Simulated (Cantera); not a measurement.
Input: 1 mol Cu2O, 0.62 mol H2, 0.51 mol N2, equilibrated at 17.0 mbar.

These are equilibrium values from Cantera (NASA tables, ideal gas, pure condensed phases), not measurements of a reactor. Candidate condensed phases: Cu, CuO, Cu(OH)2, Cu2O, H2O; 27 gas species. Each liquid is taken as pure. Mutual solubility and eutectic melting of coexisting phases are not modelled. Equilibrium is a limit: real reactors are often held back by kinetics, nucleation or transport.

log p: log10 of the partial pressure in bar; n: condensed amount in mol.

| T (K) | log p H2O | log p N2 | log p Cu | log p O2 | n Cu(s) | n Cu2O(s) | n Cu(l) | n Cu2O(l) |
|---|---|---|---|---|---|---|---|---|
| 725 | -2.03 | -2.12 | <-13 | <-13 | 1.24 | 0.380 | 0 | 0 |
| 925 | -2.03 | -2.12 | -12.22 | -11.40 | 1.24 | 0.380 | 0 | 0 |
| 1125 | -2.03 | -2.12 | -8.87 | -8.04 | 1.24 | 0.380 | 0 | 0 |
| 1325 | -2.03 | -2.12 | -6.55 | -5.71 | 1.24 | 0.380 | 0 | 0 |
| 1525 | -2.03 | -2.12 | ___ | ___ | 0 | 0 | ___ | ___ |
| 1725 | ___ | -2.16 | ___ | ___ | 0 | 0 | ___ | ___ |
| 1925 | -2.16 | -2.24 | -2.68 | -2.68 | 0 | 0 | 1.81 | 0 |

Task: What belongs in the gaps?

Result: 
- 1725, log p H2O: -2.08
- 1725, log p Cu: -3.66
- 1725, log p O2: -2.83
- 1725, n Cu(l): 1.67
- 1725, n Cu2O(l): 0.157
- 1525, log p Cu: -4.91
- 1525, log p O2: -3.81
- 1525, n Cu(l): 1.28
- 1525, n Cu2O(l): 0.359
